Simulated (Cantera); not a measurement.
An adiabatic, constant-pressure homogeneous reactor starts with CH4 : H2 : O2 : N2 = 1 : 0.099 : 1.08 : 4.06 (molar parts), equivalence ratio 1.9, at 1148 K and 28.0 bar. Integrator tolerance rtol = 1e-08.

Model: GRI-Mech 3.0 (53 species, 325 reactions), integrated in Cantera. The pressure lies above the range GRI-Mech 3.0 was tuned for (to about 10 atm).

Problem. What does this change do: 0.47 parts H2O added?

Solution. 
| quantity | before | after |
|---|---|---|
| time of steepest temperature rise | 0.887 ms | 0.872 ms |
| temperature at 6.00 s | 2321 K | 2237 K |
| equilibrium temperature | 2321 K | 2237 K |
| x(CH4) at 6.00 s | 1.63e-8 (gas-phase equilibrium 1.80e-8) | 1.56e-8 (gas-phase equilibrium 1.72e-8) |
| x(H2) at 6.00 s | 0.151 (gas-phase equilibrium 0.151) | 0.148 (gas-phase equilibrium 0.148) |
| x(O2) at 6.00 s | 1.75e-7 (gas-phase equilibrium 1.75e-7) | 1.21e-7 (gas-phase equilibrium 1.21e-7) |
| x(H2O) at 6.00 s | 0.142 (gas-phase equilibrium 0.142) | 0.188 (gas-phase equilibrium 0.188) |
| x(C2H6) at 6.00 s | <1e-12 (gas-phase equilibrium <1e-12) | <1e-12 (gas-phase equilibrium <1e-12) |
| x(C2H4) at 6.00 s | <1e-12 (gas-phase equilibrium <1e-12) | <1e-12 (gas-phase equilibrium <1e-12) |
| x(H2O2) at 6.00 s | 1.46e-9 (gas-phase equilibrium 1.46e-9) | 1.31e-9 (gas-phase equilibrium 1.31e-9) |

Problem. What does this change do: pressure from 28.0 bar to 1.01 bar?

Solution. 
```csv
quantity,before,after
time of steepest temperature rise,0.887 ms,44.5 ms
temperature at 6.00 s,2321 K,2300 K
equilibrium temperature,2321 K,2300 K
x(CH4) at 6.00 s,1.63e-8 (gas-phase equilibrium 1.80e-8),2.26e-11 (gas-phase equilibrium 2.56e-11)
x(H2) at 6.00 s,0.151 (gas-phase equilibrium 0.151),0.149 (gas-phase equilibrium 0.149)
x(O2) at 6.00 s,1.75e-7 (gas-phase equilibrium 1.75e-7),3.82e-6 (gas-phase equilibrium 3.82e-6)
x(H2O) at 6.00 s,0.142 (gas-phase equilibrium 0.142),0.141 (gas-phase equilibrium 0.141)
x(C2H6) at 6.00 s,<1e-12 (gas-phase equilibrium <1e-12),<1e-12 (gas-phase equilibrium <1e-12)
x(C2H4) at 6.00 s,<1e-12 (gas-phase equilibrium <1e-12),<1e-12 (gas-phase equilibrium <1e-12)
x(H2O2) at 6.00 s,1.46e-9 (gas-phase equilibrium 1.46e-9),1.23e-9 (gas-phase equilibrium 1.23e-9)
```

Problem. What does this change do: initial temperature 1148 to 1375 K?

Solution. 
```
quantity                                                            before                                    after
---------------------------------  ---------------------------------------  ---------------------------------------
time of steepest temperature rise                                 0.887 ms                                 0.148 ms
temperature at 6.00 s                                               2321 K                                   2522 K
equilibrium temperature                                             2321 K                                   2522 K
x(CH4) at 6.00 s                   1.63e-8 (gas-phase equilibrium 1.80e-8)  6.46e-9 (gas-phase equilibrium 7.20e-9)
x(H2) at 6.00 s                        0.151 (gas-phase equilibrium 0.151)      0.149 (gas-phase equilibrium 0.149)
x(O2) at 6.00 s                    1.75e-7 (gas-phase equilibrium 1.75e-7)  1.45e-6 (gas-phase equilibrium 1.45e-6)
x(H2O) at 6.00 s                       0.142 (gas-phase equilibrium 0.142)      0.143 (gas-phase equilibrium 0.143)
x(C2H6) at 6.00 s                    <1e-12 (gas-phase equilibrium <1e-12)    <1e-12 (gas-phase equilibrium <1e-12)
x(C2H4) at 6.00 s                    <1e-12 (gas-phase equilibrium <1e-12)    <1e-12 (gas-phase equilibrium <1e-12)
x(H2O2) at 6.00 s                  1.46e-9 (gas-phase equilibrium 1.46e-9)  6.71e-9 (gas-phase equilibrium 6.71e-9)
```
